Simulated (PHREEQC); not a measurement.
Consider water at 20 °C with 0.0051 mol NH4BF4 per kg of water. Closed to the air; pH follows from the charge balance.

Computed with PHREEQC (ion-association model, phreeqc.dat).

Each row changes one thing in this solution. This is a speciation only: nothing precipitates in the calculation.

| case | pH | ionic strength (mol/kgw) |
|---|---|---|
| as made | 2.99 | 0.00621 |
| NH4BF4 replaced by NH3 at the same molality | 10.62 | 0.000293 |
| 9.4e-05 mol/kgw KOH added | 3.00 | 0.00626 |
| temperature from 20 to 30 °C | 3.01 | 0.00615 |
| NH4BF4 replaced by HF at the same molality | 2.80 | 0.00166 |
| NH4BF4 from 0.0051 to 0.00561 mol/kgw | 2.98 | 0.00674 |

Real BF4- forms and hydrolyses slowly; the run takes it at equilibrium.
